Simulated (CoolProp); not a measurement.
Isobutene along the isobar 17200 kPa: density (kg/m³) from the reference equation and from simpler models built on Tc = 144.9 °C, pc = 4016 kPa, ω = 0.193; each cubic takes its own stable root.

Model: reference Helmholtz-energy equation of state, Lemmon 2005, in CoolProp. It is a short technical equation, of lower accuracy than the large ones.

```csv
T (°C),phase,reference,van der Waals,Redlich-Kwong,Soave-Redlich-Kwong,Peng-Robinson
129.35,liquid,498.6,357.7,462.4,465.0,519.2
144.15,liquid,479.8,350.0,445.3,445.5,496.2
158.85,supercritical,460.4,342.2,428.0,425.4,472.4
173.65,supercritical,440.1,334.2,410.4,404.8,447.7
188.35,supercritical,419.3,326.0,392.7,383.9,422.9
203.15,supercritical,397.9,317.7,374.9,362.9,398.0
217.85,supercritical,376.5,309.3,357.4,342.3,373.8
232.65,supercritical,355.0,300.8,340.1,322.3,350.3
247.35,supercritical,334.2,292.2,323.4,303.4,328.4
262.15,supercritical,314.2,283.5,307.3,285.6,308.0
276.85,supercritical,295.6,274.8,292.1,269.4,289.5
```
